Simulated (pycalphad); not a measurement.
# Effect of B content in Ti-B

All values are pycalphad results on the COST 507 light-alloy database (1999) (1 atm), not direct measurements. The database dates from 1999; later assessments differ in places, in temperatures and in the compounds included. Amounts are mole fractions of atoms.

```csv
alloy,liquidus (K),first solid,solidus (K),phases at 1150 K
Ti-0.03165B (wt.%),1938,bcc,1854,hcp 1.00
Ti-0.06564B (wt.%),1935,bcc,1814,"hcp 1.00, BM under 0.01"
Ti-0.09743B (wt.%),1932,bcc,1814,"hcp 0.99, BM 0.01"
Ti-0.1316B (wt.%),1929,bcc,1814,"hcp 0.99, BM 0.01"
Ti-0.5335B (wt.%),1892,bcc,1814,"hcp 0.96, BM 0.04"
```

Database names, with the compositions (at.%) that they take in these runs: BM: Ti 50 B 50.
